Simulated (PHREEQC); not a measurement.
Consider water at 25 °C with 0.034 mol/kgw HF and 5.1e-05 mol/kgw KF. Closed to the air; pH follows from the charge balance.

Computed with PHREEQC (ion-association model, wateq4f.dat).

| quantity | before | after |
|---|---|---|
| pH | 2.36 | 1.27 |
| ionic strength (mol/kgw) | 0.00467 | 0.0982 |
| HF (mol/kgw) | 0.0256 | 0.00749 |
| F- (mol/kgw) | 0.00425 | 0.000124 |
| H2F2 (mol/kgw) | 0.00170 | 0.000149 |
| HF2- (mol/kgw) | 0.000418 | 3.63e-6 |

**Question.** Name the change that produced these shifts.
(A) KF left out
(B) HF replaced by H2SiF6 at the same molality
(C) 0.0011 mol/kgw NH4Br added
(D) diluted 2-fold with water
(E) 0.0097 mol/kgw CsOH added

**Answer.** B, HF replaced by H2SiF6 at the same molality

No solid was allowed to form. Some of these states are supersaturated (in Quartz (slow to form), Chalcedony (slow to form), for instance). SiF6-2 is the database's only silicon fluoride.
